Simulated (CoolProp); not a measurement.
Hexamethyldisiloxane (MM) along the isobar 8750 kPa: density (kg/m³) from the reference equation and from simpler models built on Tc = 245.6 °C, pc = 1931 kPa, ω = 0.418; each cubic takes its own stable root.

The numbers come from the reference Helmholtz-energy equation of state, Thol 2016 in CoolProp.

| T (°C) | phase | reference |
|---|---|---|
| 148.55 | liquid | 647.8 |
| 176.85 | liquid | 616.7 |
| 205.15 | liquid | 584.0 |
| 233.55 | liquid | 549.5 |
| 261.85 | supercritical | 513.3 |
| 290.15 | supercritical | 475.4 |
| 318.55 | supercritical | 436.0 |
| 346.85 | supercritical | 396.5 |

### Question
How far does each simpler model (van der Waals, Soave-Redlich-Kwong, Peng-Robinson) lie from the reference over these 8 states: mean and median of the absolute difference, and the worst?

### Answer
- van der Waals: mean 24.3 %, median 25.7 %, worst -32.4 % at 148.55 °C and 8750 kPa
- Soave-Redlich-Kwong: mean 6.1 %, median 5.7 %, worst -8.5 % at 346.85 °C and 8750 kPa
- Peng-Robinson: mean 4.4 %, median 4.9 %, worst +7.5 % at 148.55 °C and 8750 kPa
